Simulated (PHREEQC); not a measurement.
Make-up at 25 °C: 0.2 mmol/kgw CuCl2, 27 mmol/kgw HNO3 and 4.4 mmol/kgw KCl. Closed to the air; pH follows from the charge balance.

All values are PHREEQC results (ion-association model, phreeqc.dat), not measurements.

Precipitation was switched off in this run.

Question: What pH, specific conductance does the model give?

Answer: pH 1.63; specific conductance 10800 µS/cm.
